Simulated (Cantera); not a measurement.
A perfectly stirred reactor is fed with C2H6 : N2 = 1 : 8.7 (molar parts), at 2670 Pa; it is held at 1725 K, and followed from long to short residence time.

Cantera simulation using GRI-Mech 3.0 (53 species, 325 reactions); the numbers are that mechanism's predictions, not measurements. GRI-Mech 3.0 stops at C3 and has no aromatics, soot or wall deposition, so with more carbon than oxygen in the feed, carbon stays in small species such as C2H2 where larger ones or solid carbon would form. Radical loss at walls, strong at low pressure, is not modelled.

Question: What does this change do: pressure from 2670 Pa to 100000 Pa?

Answer: 
```tsv
quantity	before	after
x(C2H6) at τ = 0.350 s	6.32e-5	1.60e-5
x(C2H2) at τ = 0.350 s	0.0806	0.0798
x(CH3) at τ = 0.350 s	0.00103	0.000140
x(C2H) at τ = 0.350 s	2.68e-6	2.83e-7
x(C2H4) at τ = 0.350 s	0.000360	0.000584
x(C2H6) at τ = 39.0 ms	0.000508	0.000113
x(C2H2) at τ = 39.0 ms	0.0729	0.0753
x(CH3) at τ = 39.0 ms	0.00298	0.000362
x(C2H) at τ = 39.0 ms	3.22e-6	3.92e-7
x(C2H4) at τ = 39.0 ms	0.00233	0.00101
```

Question: What does this change do: N2 8.7 to 1.2 parts?

Answer: 
```
quantity                  before     after
----------------------  --------  --------
x(C2H6) at τ = 0.350 s   6.32e-5  0.000145
x(C2H2) at τ = 0.350 s    0.0806     0.227
x(CH3) at τ = 0.350 s    0.00103   0.00196
x(C2H) at τ = 0.350 s    2.68e-6   3.99e-6
x(C2H4) at τ = 0.350 s  0.000360   0.00101
x(C2H6) at τ = 39.0 ms  0.000508   0.00117
x(C2H2) at τ = 39.0 ms    0.0729     0.211
x(CH3) at τ = 39.0 ms    0.00298   0.00575
x(C2H) at τ = 39.0 ms    3.22e-6   4.90e-6
x(C2H4) at τ = 39.0 ms   0.00233   0.00609
```
